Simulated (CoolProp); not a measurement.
Vapour pressure (MPa) of the fluoroketone C6F12O (FK-5-1-12): the reference equation beside estimates from Tc = 441.8 K, pc = 1.869 MPa, ω = 0.471. Clausius-Clapeyron is anchored at 369.3 K with a constant enthalpy of vaporisation of 22.73 kJ/mol.

Model: reference Helmholtz-energy equation of state, McLinden 2015, in CoolProp.

```json
[
 {"T (K)": "344.9", "reference": "0.2093", "Clausius-Clapeyron": "0.2407", "van der Waals": "0.6392", "Redlich-Kwong": "0.3852", "Soave-Redlich-Kwong": "0.2104", "Peng-Robinson": "0.2087"},
 {"T (K)": "351", "reference": "0.2496", "Clausius-Clapeyron": "0.2763", "van der Waals": "0.6938", "Redlich-Kwong": "0.4374", "Soave-Redlich-Kwong": "0.2512", "Peng-Robinson": "0.2489"},
 {"T (K)": "357.1", "reference": "0.2955", "Clausius-Clapeyron": "0.3156", "van der Waals": "0.7513", "Redlich-Kwong": "…", "Soave-Redlich-Kwong": "0.2979", "Peng-Robinson": "0.2948"},
 {"T (K)": "363.2", "reference": "…", "Clausius-Clapeyron": "0.3589", "van der Waals": "0.8117", "Redlich-Kwong": "0.5561", "Soave-Redlich-Kwong": "…", "Peng-Robinson": "0.3469"},
 {"T (K)": "369.3", "reference": "0.4065", "Clausius-Clapeyron": "0.4065", "van der Waals": "0.8750", "Redlich-Kwong": "0.6229", "Soave-Redlich-Kwong": "…", "Peng-Robinson": "0.4059"},
 {"T (K)": "375.4", "reference": "0.4725", "Clausius-Clapeyron": "0.4584", "van der Waals": "0.9414", "Redlich-Kwong": "0.6951", "Soave-Redlich-Kwong": "0.4782", "Peng-Robinson": "0.4724"},
 {"T (K)": "381.5", "reference": "0.5465", "Clausius-Clapeyron": "0.5151", "van der Waals": "1.011", "Redlich-Kwong": "0.7726", "Soave-Redlich-Kwong": "0.5536", "Peng-Robinson": "0.5469"},
 {"T (K)": "387.5", "reference": "0.6274", "Clausius-Clapeyron": "0.5755", "van der Waals": "1.082", "Redlich-Kwong": "0.8544", "Soave-Redlich-Kwong": "0.6363", "Peng-Robinson": "0.6286"},
 {"T (K)": "393.6", "reference": "0.7187", "Clausius-Clapeyron": "0.6420", "van der Waals": "1.158", "Redlich-Kwong": "…", "Soave-Redlich-Kwong": "0.7295", "Peng-Robinson": "0.7209"}
]
```

**Question.** Fill in the missing entries.

**Answer.** 
- 357.1, Redlich-Kwong: 0.4943
- 363.2, reference: 0.3476
- 363.2, Soave-Redlich-Kwong: 0.3509
- 369.3, Soave-Redlich-Kwong: 0.4108
- 393.6, Redlich-Kwong: 0.9433

Absolute difference from the reference over all 9 rows, mean and median: Clausius-Clapeyron 7.0 and 6.8 %, van der Waals 122.7 and 115.3 %, Redlich-Kwong 55.1 and 53.2 %, Soave-Redlich-Kwong 1.0 and 1.1 %, Peng-Robinson 0.2 and 0.2 %.
